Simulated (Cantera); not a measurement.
Equilibrium for carbon deposition, reforming and gasification: acetone + O₂ + N₂ + CO₂

Input: 1 mol acetone, 0.12 mol O₂, 0.52 mol N₂, 0.5 mol CO₂, equilibrated at 133 Pa.

These are equilibrium values from Cantera (NASA tables, ideal gas, pure condensed phases), not measurements of a reactor. Candidate condensed phases: C, C₆H₆, C₇H₈, C₈H₁₈, H₂O; 136 gas species. The feed counts by its element totals alone. Rates play no part.

From 302 °C to 2252 °C the condensed part is C(graphite). The main C-bearing gas is CO₂ at 302 °C and CO at 2252 °C. The share of C in condensed phases is highest at 302 °C (76.4 %) and lowest at 2252 °C (32.0 %).

| T (°C) | x H₂ | x CO | x H | x H₂O | x CO₂ | x N₂ | x CH₄ | x HCN | n C(graphite) |
|---|---|---|---|---|---|---|---|---|---|
| 302 | 0.418 | 0.00667 | <1e-12 | 0.245 | 0.155 | 0.130 | 0.0451 | 8.18e-12 | 2.67 |
| 452 | 0.552 | 0.220 | 1.90e-12 | 0.0311 | 0.0935 | 0.102 | 0.00208 | 2.77e-9 | 1.89 |
| 602 | 0.521 | 0.385 | 9.92e-10 | 0.00109 | 0.00212 | 0.0906 | 0.000158 | 1.14e-7 | 1.28 |
| 752 | 0.521 | 0.389 | 8.61e-8 | 7.16e-5 | 6.93e-5 | 0.0903 | 2.66e-5 | 1.66e-6 | 1.26 |
| 902 | 0.521 | 0.389 | 2.42e-6 | 9.36e-6 | 5.46e-6 | 0.0903 | 6.93e-6 | 1.22e-5 | 1.26 |
| 1052 | 0.521 | 0.389 | 3.23e-5 | 1.94e-6 | 7.79e-7 | 0.0902 | 2.43e-6 | 5.65e-5 | 1.26 |
| 1202 | 0.521 | 0.389 | 0.000256 | 5.57e-7 | 1.68e-7 | 0.0902 | 1.05e-6 | 0.000191 | 1.26 |
| 1352 | 0.519 | 0.389 | 0.00139 | 2.01e-7 | 4.84e-8 | 0.0900 | 5.29e-7 | 0.000515 | 1.26 |
| 1502 | 0.516 | 0.388 | 0.00569 | 8.62e-8 | 1.74e-8 | 0.0894 | 2.97e-7 | 0.00117 | 1.25 |
| 1652 | 0.505 | 0.385 | 0.0186 | 4.15e-8 | 7.35e-9 | 0.0882 | 1.78e-7 | 0.00229 | 1.24 |
| 1802 | 0.480 | 0.379 | 0.0505 | 2.13e-8 | 3.47e-9 | 0.0859 | 1.08e-7 | 0.00398 | 1.23 |
| 1952 | 0.428 | 0.366 | 0.116 | 1.10e-8 | 1.75e-9 | 0.0817 | 6.09e-8 | 0.00611 | 1.20 |
| 2102 | 0.342 | 0.345 | 0.226 | 5.31e-9 | 9.16e-10 | 0.0754 | 2.90e-8 | 0.00818 | 1.17 |
| 2252 | 0.231 | 0.317 | 0.369 | 2.23e-9 | 4.87e-10 | 0.0677 | 1.03e-8 | 0.00943 | 1.12 |
x: gas mole fraction; n: condensed amount in mol.
